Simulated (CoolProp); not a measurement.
A single-stage vapour-compression cycle with the fluid: evaporating at 288.15 K (dew point), condensing at 342.15 K (bubble point), superheat 0 K, subcooling 2 K, compressor efficiency 0.9, no pressure losses. The same conditions are run with several fluids, on thermodynamics alone (safety and materials aside).

Computed with CoolProp (reference Helmholtz-energy equation of state of each fluid (R245ca: Zhou 2016; fluoroethane (R161): Wu 2012; R134a: Tillner-Roth 1994; R113: Marx 1992; n-butane: Bücker 2006; dimethyl ether: Wu 2011)).

```csv
fluid,cooling COP,pressure ratio,discharge temperature (K),refrigerating effect (kJ/kg),volumetric capacity (kJ/m³)
R245ca,3.73,6.34,342.2,137,527
fluoroethane (R161),3.47,3.77,363.0,230,3720
R134a,3.29,4.24,349.9,108,2570
R113,3.86,6.58,342.1,106,250
n-butane,3.65,4.49,342.2,239,1090
dimethyl ether,3.71,4.04,356.5,282,2630
```

The compression ends wet for: R245ca; R113; n-butane.
